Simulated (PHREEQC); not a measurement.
Consider water at 40 °C with 0.025 mol HF, 0.0037 mol (CH3)4NF and 0.0038 mol HCl per kg of water. It is in equilibrium with CO2 at log p = 0 (atm). Otherwise closed; pH follows from the charge balance.

Equilibrium calculation in PHREEQC: ion-association model, phreeqc.dat.

No solid was allowed to form.

### Question
Order these F species by the share of F that they hold, largest first: HF, F-, HF2-.

### Answer
HF (85 %), F- (13 %), HF2- (2.6 %)

The pH is 2.42 and the ionic strength 0.00779 mol/kgw. (CH3)4N+ isn't in the database: it is added as a free cation with an ion size of 4 Å. At this temperature some constants are extrapolated from 25 °C, and those without enthalpy data are left unchanged.
